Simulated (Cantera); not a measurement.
A perfectly stirred reactor is fed with 0.372 % CH₄, 98.0 % H₂, 0.461 % N₂, 1.18 % H₂O, at 9.00 Torr; it is held at 2700 K, and followed from long to short residence time.

Detailed kinetics in Cantera: GRI-Mech 3.0 (53 species, 325 reactions). Radical loss at walls, strong at low pressure, is not modelled.

One state of this run: x CH₄ = 1.64e-8; x H₂ = 0.656; x C₂H = 1.92e-11; x HCN = 4.20e-8; x C₂H₂ = 3.58e-10; x CH₂ = 5.94e-8; x H = 0.331. x: mole fraction; the columns are a selection and need not sum to one.

Problem. Which value of τ (s) does it belong to?
(A) 0.17
(B) 0.063
(C) 0.46
(D) 1.3

Solution. D, 1.3
